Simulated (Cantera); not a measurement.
A perfectly stirred reactor is fed with NH3 : H2 = 1 : 0.45 (molar parts), at 10.00 Torr; it is held at 2050 K, and followed from long to short residence time.

Detailed kinetics in Cantera: the gas-phase N/H chemistry of the illustrative SiF4/NH3 mechanism in the Surface Chemkin manual (1991). Walls and surfaces, which speed up NH3 decomposition in real reactors, are not modelled.

### Question
What does this change do: temperature 2050 to 2325 K?

### Answer
```json
[
 {"quantity": "x(NH3) at τ = 1.80 s", "before": "0.192", "after": "0.0245"},
 {"quantity": "x(H2) at τ = 1.80 s", "before": "0.659", "after": "0.775"},
 {"quantity": "x(N2H2) at τ = 1.80 s", "before": "2.03e-6", "after": "5.31e-7"},
 {"quantity": "x(NH) at τ = 1.80 s", "before": "2.19e-5", "after": "4.94e-5"},
 {"quantity": "x(NH2) at τ = 1.80 s", "before": "0.000653", "after": "0.000432"},
 {"quantity": "x(NH3) at τ = 65.0 ms", "before": "0.629", "after": "0.362"},
 {"quantity": "x(H2) at τ = 65.0 ms", "before": "0.352", "after": "0.538"},
 {"quantity": "x(N2H2) at τ = 65.0 ms", "before": "9.39e-6", "after": "1.12e-5"},
 {"quantity": "x(NH) at τ = 65.0 ms", "before": "2.89e-5", "after": "0.000113"},
 {"quantity": "x(NH2) at τ = 65.0 ms", "before": "0.00146", "after": "0.00270"}
]
```

### Question
What does this change do: temperature 2050 to 2000 K?

### Answer
```csv
quantity,before,after
x(NH3) at τ = 1.80 s,0.192,0.259
x(H2) at τ = 1.80 s,0.659,0.613
x(N2H2) at τ = 1.80 s,2.03e-6,2.47e-6
x(NH) at τ = 1.80 s,2.19e-5,1.78e-5
x(NH2) at τ = 1.80 s,0.000653,0.000654
x(NH3) at τ = 65.0 ms,0.629,0.651
x(H2) at τ = 65.0 ms,0.352,0.337
x(N2H2) at τ = 65.0 ms,9.39e-6,8.07e-6
x(NH) at τ = 65.0 ms,2.89e-5,2.11e-5
x(NH2) at τ = 65.0 ms,0.00146,0.00120
```

### Question
What does this change do: H2 0.45 to 0.12 parts?

### Answer
```
quantity                  before     after
----------------------  --------  --------
x(NH3) at τ = 1.80 s       0.192     0.224
x(H2) at τ = 1.80 s        0.659     0.598
x(N2H2) at τ = 1.80 s    2.03e-6   2.52e-6
x(NH) at τ = 1.80 s      2.19e-5   2.33e-5
x(NH2) at τ = 1.80 s    0.000653  0.000731
x(NH3) at τ = 65.0 ms      0.629     0.804
x(H2) at τ = 65.0 ms       0.352     0.171
x(N2H2) at τ = 65.0 ms   9.39e-6   1.43e-5
x(NH) at τ = 65.0 ms     2.89e-5   2.84e-5
x(NH2) at τ = 65.0 ms    0.00146   0.00181
```
